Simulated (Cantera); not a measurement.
Charge: 1 mol Fe, 0.54 mol Cl2, 3 mol H2, held at 8.25 Torr.

Equilibrium computed with Cantera from the NASA thermochemical tables; the gas is ideal and each condensed phase is pure. Candidate condensed phases: Fe, FeCl2, FeCl3; 11 gas species. Equilibrium is a limit: real reactors are often held back by kinetics, nucleation or transport.

Problem. Which condensed phases are stable at each of these points (T (K)): 1150, 1175, 1200, 1225, 1250, 1275, 1300, 1325, 1350, 1375, 1400, 1425?

Solution. 
| T (K) | condensed phases | Fe condensed (%) |
|---|---|---|
| 1150 | Fe(α) | 90.2 |
| 1175 | Fe(α) | 89.7 |
| 1200 | Fe(γ) | 89.1 |
| 1225 | Fe(γ) | 88.6 |
| 1250 | Fe(γ) | 88.1 |
| 1275 | Fe(γ) | 87.6 |
| 1300 | Fe(γ) | 87.1 |
| 1325 | Fe(γ) | 86.7 |
| 1350 | Fe(γ) | 86.2 |
| 1375 | Fe(γ) | 85.8 |
| 1400 | Fe(γ) | 85.3 |
| 1425 | Fe(γ) | 84.9 |

From 1150 K to 1175 K the condensed part is Fe(α). From 1200 K to 1425 K the condensed part is Fe(γ).
